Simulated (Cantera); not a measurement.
Input: 1 mol CH3F, 0.11 mol F2, held at 1148.15 K and 1.00 bar.

Method: chemical equilibrium by Gibbs-energy minimisation in Cantera with the NASA 1993 tables (ideal gas, pure condensed phases). Candidate condensed phases: C, C6H6, C7H8, C8H18; 95 gas species. Rates play no part.

Base state: HF 0.581, H2 0.415, CH4 0.00410 (mole fractions); condensed: C(graphite).

Task: What changes in the equilibrium state with this change: F2 from 0.11 to 0.45 mol?

Result: 
```json
[
 {"species": "HF", "before": "0.581", "after": "0.776"},
 {"species": "H2", "before": "0.415", "after": "0.222"},
 {"species": "CH4", "before": "0.00410", "after": "0.00118"},
 {"species": "H2F2", "before": "8.50e-6", "after": "1.52e-5"},
 {"species": "C(graphite), mol", "before": "0.991", "after": "0.997"}
]
```
